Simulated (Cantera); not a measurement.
An isothermal, constant-pressure homogeneous reactor starts with 5.88 % CH4, 94.1 % H2, at 1773 K and 1.00 bar.

Detailed kinetics in Cantera: GRI-Mech 3.0 (53 species, 325 reactions). GRI-Mech 3.0 stops at C3 and has no aromatics, soot or wall deposition, so with more carbon than oxygen in the feed, carbon stays in small species such as C2H2 where larger ones or solid carbon would form.

x: mole fraction; the columns are a selection and need not sum to one.

| t (s) | x CH4 | x H2 | x H | x C2H4 | x C2H2 | x C2H6 |
|---|---|---|---|---|---|---|
| 1.00e-6 | 0.0588 | 0.941 | (withheld) | 5.71e-12 | <1e-12 | 2.91e-11 |
| 4.78e-6 | 0.0588 | 0.941 | (withheld) | 1.16e-9 | 1.02e-12 | 3.40e-9 |
| 2.29e-5 | 0.0587 | 0.941 | (withheld) | 1.51e-7 | 1.07e-9 | 3.15e-7 |
| 0.000109 | 0.0585 | 0.941 | (withheld) | 1.56e-5 | 1.36e-6 | 9.32e-6 |
| 0.000524 | 0.0578 | 0.941 | 0.000260 | 0.000150 | 0.000159 | 1.59e-5 |
| 0.00250 | 0.0549 | 0.943 | 0.000261 | 0.000200 | 0.00150 | 1.44e-5 |
| 0.0120 | 0.0442 | 0.949 | 0.000265 | 0.000278 | 0.00652 | 9.53e-6 |
| 0.0573 | 0.0233 | 0.960 | 0.000274 | 0.000464 | 0.0162 | 2.96e-6 |
| 0.274 | 0.0109 | 0.966 | 0.000281 | 0.000599 | 0.0220 | 9.56e-7 |
| 1.31 | 0.0101 | 0.967 | 0.000282 | 0.000608 | 0.0224 | 8.78e-7 |
| 6.27 | 0.0101 | 0.967 | 0.000282 | 0.000608 | 0.0224 | 8.78e-7 |
| 30.0 | 0.0101 | 0.967 | 0.000282 | 0.000608 | 0.0224 | 8.78e-7 |

Question: What belongs in the gaps?

Answer: 
- 1.00e-6, x H: 2.66e-6
- 4.78e-6, x H: 1.24e-5
- 2.29e-5, x H: 5.78e-5
- 0.000109, x H: 0.000205
